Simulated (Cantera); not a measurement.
## Dilute partial oxidation

An isothermal, constant-pressure homogeneous reactor starts with CH₂O : O₂ : N₂ = 0.01 : 0.0097 : 1 (molar parts), at 1225 K and 101000 Pa.

Computed with Cantera and GRI-Mech 3.0 (53 species, 325 reactions).

| t (s) | x CH₂O | x O₂ | x H₂O | x C₂H₂ | x C₂H₆ | x NO |
|---|---|---|---|---|---|---|
| 1.00e-5 | 0.00981 | 0.00951 | 1.81e-9 | <1e-12 | <1e-12 | <1e-12 |
| 2.82e-5 | 0.00981 | 0.00951 | 1.06e-8 | <1e-12 | <1e-12 | <1e-12 |
| 7.93e-5 | 0.00980 | 0.00951 | 1.08e-7 | <1e-12 | <1e-12 | <1e-12 |
| 0.000223 | 0.00979 | 0.00951 | 1.91e-6 | <1e-12 | <1e-12 | <1e-12 |
| 0.000629 | 0.00951 | 0.00939 | 7.16e-5 | <1e-12 | <1e-12 | <1e-12 |
| 0.00177 | 0.00163 | 0.00730 | 0.00381 | <1e-12 | <1e-12 | 3.98e-12 |
| 0.00499 | 9.61e-11 | 0.00174 | 0.00891 | <1e-12 | <1e-12 | 1.29e-6 |
| 0.0140 | 1.20e-11 | 0.000434 | 0.00931 | <1e-12 | <1e-12 | 1.65e-6 |
| 0.0395 | 2.00e-12 | 0.000103 | 0.00948 | <1e-12 | <1e-12 | 1.71e-6 |
| 0.111 | <1e-12 | 1.87e-5 | 0.00954 | <1e-12 | <1e-12 | 1.72e-6 |
| 0.313 | <1e-12 | 2.17e-6 | 0.00956 | <1e-12 | <1e-12 | 1.71e-6 |
| 0.883 | <1e-12 | 2.14e-7 | 0.00956 | <1e-12 | <1e-12 | 1.70e-6 |
| 2.49 | <1e-12 | 2.77e-8 | 0.00956 | <1e-12 | <1e-12 | 1.68e-6 |
| 7.00 | <1e-12 | 5.60e-9 | 0.00956 | <1e-12 | <1e-12 | 1.65e-6 |
x: mole fraction; the columns are a selection and need not sum to one.

Equilibrium at this temperature and pressure: CH₂O <1e-12, O₂ <1e-12, H₂O 0.00956, C₂H₂ <1e-12, C₂H₆ <1e-12, NO 4.86e-10 (gas phase only).
